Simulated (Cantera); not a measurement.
What does this Cantera script print?

```python
import numpy as np
import cantera as ct

gas = ct.Solution("gri30.yaml")
gas.TPX = 2000, 1333, {'CH4': 1, 'H2': 2.4}
reactor = ct.IdealGasConstPressureReactor(gas, energy="off", clone=False)
net = ct.ReactorNet([reactor])
net.rtol, net.atol = 1e-08, 1e-18
show = ['CH4', 'H2', 'H', 'C2H', 'C2H2']
times = np.geomspace(3e-06, 20, 11)

steps = ct.SolutionArray(gas, extra=["t"])
rows = []
print(f"{'t/s':>10s}{'T/K':>9s}{'P/Pa':>11s}" + "".join(f"{s:>11s}" for s in show))
for t in times:
    while net.time < t:
        t_next = net.step()
        steps.append(gas.state, t=t_next)
    rows.append([np.interp(t, steps.t, y) for y in (steps.T, steps.P, *steps(*show).X.T)])
    print(f"{t:10.3e}{rows[-1][0]:9.1f}{rows[-1][1]:11.4g}" + "".join(f"{x:11.3e}" for x in rows[-1][2:]))
rate = np.gradient(steps.T, steps.t)
print("integrator steps:", len(steps.t))
if steps.T.max() > steps.T[0] + 200:
    print(f"time of steepest temperature rise: {steps.t[rate.argmax()]:.4e} s")
gas.TPX = 2000, 1333, {'CH4': 1, 'H2': 2.4}
gas.equilibrate("TP")
print(f"equilibrium (TP): T = {gas.T:.1f} K  " + "  ".join(f"{s} {gas[s].X[0]:.3e}" for s in show))
```

Result:

```
       t/s      T/K       P/Pa        CH4         H2          H        C2H       C2H2
 3.000e-06   2000.0       1333  2.941e-01  7.059e-01  9.321e-06  8.387e-23  6.378e-16
 1.444e-05   2000.0       1333  2.940e-01  7.059e-01  2.494e-05  3.880e-19  7.086e-13
 6.949e-05   2000.0       1333  2.935e-01  7.059e-01  7.394e-05  2.705e-15  1.437e-09
 3.344e-04   2000.0       1333  2.912e-01  7.060e-01  3.113e-04  1.254e-11  1.533e-06
 1.609e-03   2000.0       1333  2.708e-01  7.122e-01  1.564e-03  5.443e-08  1.328e-03
 7.746e-03   2000.0       1333  1.104e-01  8.081e-01  4.220e-03  6.165e-06  6.319e-02
 3.728e-02   2000.0       1333  1.873e-02  8.679e-01  5.916e-03  1.335e-05  1.048e-01
 1.794e-01   2000.0       1333  1.295e-03  8.756e-01  1.034e-02  2.478e-05  1.124e-01
 8.635e-01   2000.0       1333  1.080e-04  8.738e-01  1.322e-02  3.187e-05  1.128e-01
 4.156e+00   2000.0       1333  5.574e-05  8.738e-01  1.326e-02  3.199e-05  1.128e-01
 2.000e+01   2000.0       1333  5.562e-05  8.738e-01  1.326e-02  3.199e-05  1.128e-01
integrator steps: 1457
equilibrium (TP): T = 2000.0 K  CH4 5.572e-05  H2 8.738e-01  H 1.326e-02  C2H 3.199e-05  C2H2 1.128e-01
```

Computed with Cantera and GRI-Mech 3.0 (53 species, 325 reactions). GRI-Mech 3.0 stops at C3 and has no aromatics, soot or wall deposition, so with more carbon than oxygen in the feed, carbon stays in small species such as C2H2 where larger ones or solid carbon would form. Radical loss at walls, strong at low pressure, is not modelled.
